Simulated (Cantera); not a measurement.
Charge: 1 mol Si, a varied amount of HCl, 35 mol N2, at 698.15 K and 0.0133 bar.

Cantera equilibrium calculation (NASA polynomials, part measured and part estimated; ideal gas, pure solids and liquids). Candidate condensed phases: NH4Cl, Si, Si3N4; 28 gas species. N2 is the only nitrogen source here; it is nearly inert below about 1500 K, so the nitride shown seldom forms there in practice. Rates play no part.

Problem. What share of the Si ends up in condensed phases as a function of n(HCl) (mol), at 1.8, 2.2, 2.8, 3.5, 4.4, 5.4, 6.8, 8.5, 11, 13, 17?

Solution. 
| n(HCl) (mol) | Si condensed (%) | as |
|---|---|---|
| 1.8 | 82.9 | Si3N4(s) |
| 2.2 | 78.4 | Si3N4(s) |
| 2.8 | 71.3 | Si3N4(s) |
| 3.5 | 62.8 | Si3N4(s) |
| 4.4 | 51.5 | Si3N4(s) |
| 5.4 | 38.6 | Si3N4(s) |
| 6.8 | 20.0 | Si3N4(s) |
| 8.5 | 0.0 | - |
| 11 | 0.0 | - |
| 13 | 0.0 | - |
| 17 | 0.0 | - |
